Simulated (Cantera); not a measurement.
Charge: 1 mol CF4, 0.041 mol F2, 0.03 mol CH4, held at 21.0 Pa.

These are equilibrium values from Cantera (NASA tables, ideal gas, pure condensed phases), not measurements of a reactor. Candidate condensed phases: C, C6H6, C7H8, C8H18; 110 gas species. Ions and electrons are included (thermal ionisation). Equilibrium is a limit: real reactors are often held back by kinetics, nucleation or transport. All values below are at 3000 K.

Base state: F 0.833, C 0.0682, C3 0.0335, CF 0.0272, HF 0.0136, C2 0.0120, H 0.0120, CF2 0.000249 (mole fractions); condensed: gas only.

Q: What changes in the equilibrium state with this change: pressure from 21.0 Pa to 40.0 Pa?

A: 
```json
[
 {"species": "F", "before": "0.833", "after": "0.839"},
 {"species": "C", "before": "0.0682", "after": "0.0470"},
 {"species": "C3", "before": "0.0335", "after": "0.0398"},
 {"species": "CF", "before": "0.0272", "after": "0.0360"},
 {"species": "H", "before": "0.0120", "after": "0.00828"},
 {"species": "HF", "before": "0.0136", "after": "0.0180"},
 {"species": "C2", "before": "0.0120", "after": "0.0109"},
 {"species": "CF2", "before": "0.000249", "after": "0.000632"},
 {"species": "C5", "before": "4.89e-5", "after": "0.000100"},
 {"species": "C4", "before": "3.20e-5", "after": "4.99e-5"},
 {"species": "C2H", "before": "1.03e-5", "after": "1.22e-5"}
]
```
